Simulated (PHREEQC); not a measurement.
Make-up at 89 °C: 0.099 mol/kgw H2SO4, 0.00025 mol/kgw Al2(SO4)3 and 0.00028 mol/kgw Fe2(SO4)3. Closed to the air; pH follows from the charge balance.

Equilibrium calculation in PHREEQC: ion-association model, phreeqc.dat.

**Question.** The ionic strength comes out as 0.111 mol/kgw. What activity coefficients do Fe+3, Fe(SO4)2-, HSO4-, FeSO4+, Al(SO4)2- get?

**Answer.** Fe+3 0.14, Fe(SO4)2- 0.75, HSO4- 0.75, FeSO4+ 0.75, Al(SO4)2- 0.74.

This is a speciation only: nothing precipitates in the calculation. Saturation is exceeded, for instance for Hematite (slow to form), Goethite (slow to form); the values hold only as long as no solid forms. Species that the database lacks are ignored. Away from 25 °C the constants follow the database's enthalpies or fits; those with neither stay at their 25 °C values.
